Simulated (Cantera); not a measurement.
**Equilibrium for titanium nitride, carbide and oxide coatings: Ti + H2 + O2**

A closed system holds: 1 mol Ti, 100 mol H2, 0.17 mol O2, held at 1998.15 K.

Equilibrium computed with Cantera from the NASA thermochemical tables; the gas is ideal and each condensed phase is pure. Candidate condensed phases: H2O, Ti, TiO, TiO2, Ti2O3, Ti3O5, Ti4O7; 12 gas species. Mutual solubility and eutectic melting of coexisting phases are not modelled. TiO: taken at fixed stoichiometry. Condensed phases not in the tables: N, O or C dissolved in the metal. Kinetics and transport are ignored.

| P (Pa) | x H2 | x H | x Ti | x TiO | x H2O | x TiO2 | x OH | x O | n TiO(s) | n Ti(l) |
|---|---|---|---|---|---|---|---|---|---|---|
| 10 | 0.843 | 0.147 | 0.00606 | 0.00310 | 8.98e-6 | 2.46e-6 | 1.56e-7 | 2.00e-8 | 0 | 0 |
| 28 | 0.900 | 0.0911 | 0.00625 | 0.00245 | 7.34e-6 | 1.49e-6 | 7.39e-8 | 5.46e-9 | 0.0800 | 0 |
| 77 | 0.937 | 0.0560 | 0.00637 | 0.000890 | 2.72e-6 | 1.93e-7 | 1.62e-8 | 7.09e-10 | 0.247 | 0 |
| 220 | 0.962 | 0.0336 | 0.00441 | 0.000312 | 1.42e-6 | 3.41e-8 | 4.92e-9 | 1.26e-10 | 0.308 | 0.210 |
| 600 | 0.978 | 0.0205 | 0.00162 | 0.000114 | 1.44e-6 | 1.25e-8 | 3.00e-9 | 4.60e-11 | 0.328 | 0.497 |
| 1700 | 0.987 | 0.0122 | 0.000570 | 4.03e-5 | 1.45e-6 | 4.42e-9 | 1.79e-9 | 1.62e-11 | 0.336 | 0.603 |
| 4600 | 0.992 | 0.00746 | 0.000211 | 1.49e-5 | 1.46e-6 | 1.63e-9 | 1.09e-9 | 6.00e-12 | 0.338 | 0.639 |
| 13000 | 0.995 | 0.00444 | 7.46e-5 | 5.27e-6 | 1.46e-6 | 5.78e-10 | 6.51e-10 | 2.12e-12 | 0.339 | 0.653 |
| 36000 | 0.997 | 0.00267 | 2.69e-5 | 1.90e-6 | 1.47e-6 | 2.09e-10 | 3.91e-10 | <1e-12 | 0.340 | 0.657 |
| 100000 | 0.998 | 0.00160 | 9.70e-6 | 6.86e-7 | 1.47e-6 | 7.51e-11 | 2.35e-10 | <1e-12 | 0.340 | 0.659 |
x: gas mole fraction; n: condensed amount in mol.

At 10.0 Pa nothing is condensed. From 28.0 Pa to 77.0 Pa the condensed part is TiO(s). From 2.20 mbar to 1.00 bar the condensed part is Ti(l) + TiO(s). The main Ti-bearing gas is Ti throughout. The share of Ti in condensed phases is highest at 1.00 bar (99.9 %) and lowest at 10.0 Pa (0.0 %).
